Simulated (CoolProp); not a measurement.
R410A at 298.15 K and 2.55 MPa is throttled through a valve to 0.801 MPa with no heat exchange. Each further row changes one setting.

The numbers come from the reference Helmholtz-energy equation of state, Lemmon 2003 in CoolProp. It is a pseudo-pure fit of the blend.

| case | temperature change (K) | final phase | final density (kg/m³) |
|---|---|---|---|
| as stated | -25.0 | two-phase, vapour fraction 0.178 | 154 |
| outlet pressure 0.24 MPa | -57.8 | two-phase, vapour fraction 0.340 | 27.4 |
| outlet pressure 1.04 MPa | -16.5 | two-phase, vapour fraction 0.125 | 257 |
